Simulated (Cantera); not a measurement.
Gas mixture: C₂H₆ : NH₃ : C₂H₂ = 0.88 : 0.24 : 0.2 (molar parts), at 2670 Pa, frozen composition.

Cantera's kinetic-theory transport with the Lennard-Jones parameters of GRI-Mech 3.0, ideal gas; thermal conductivity in the mixture-averaged form. Polar gases are described roughly by these parameters.

One state of this run: ρ (kg/m³) = 0.0174; cp (J/kg/K) = 2501; μ (µPa s) = 15.6; λ (mW/m/K) = 52.3; Pr = 0.744; D (cm²/s) CO₂ = 11.7; D (cm²/s) H₂ = 56.4; D (cm²/s) CH₃ = 16.6. D: mixture-averaged diffusion coefficient of that species in the mixture.

Q: Which value of T (K) does it belong to?
A) 500
B) 600
C) 800
D) 400

A: A, 500
